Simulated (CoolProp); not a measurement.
cis-2-butene along the isobar 1.63 MPa: Z from the reference equation and from simpler models built on Tc = 435.8 K, pc = 4.236 MPa, ω = 0.202; each cubic takes its own stable root.

The numbers come from the reference Helmholtz-energy equation of state, Lemmon 2005 in CoolProp. It is a short technical equation, of lower accuracy than the large ones.

```tsv
T (K)	phase	reference
394.3	gas	0.7733
400.2	gas	0.7879
406.2	gas	0.8012
412.2	gas	0.8131
418.2	gas	0.8240
424.1	gas	0.8337
430.1	gas	0.8428
436.1	gas	0.8511
442	gas	0.8587
448	gas	0.8658
454	gas	0.8725
460	gas	0.8787
465.9	gas	0.8844
471.9	gas	0.8898
477.9	gas	0.8948
```

**Question.** How far does each simpler model (Pitzer virial, Redlich-Kwong, Soave-Redlich-Kwong) lie from the reference over these 15 states: mean and median of the absolute difference, and the worst?

**Answer.** 
- Pitzer virial: mean 2.3 %, median 1.9 %, worst +5.3 % at 394.3 K and 1.63 MPa
- Redlich-Kwong: mean 0.9 %, median 0.6 %, worst +2.8 % at 394.3 K and 1.63 MPa
- Soave-Redlich-Kwong: mean 0.7 %, median 0.6 %, worst +1.6 % at 394.3 K and 1.63 MPa
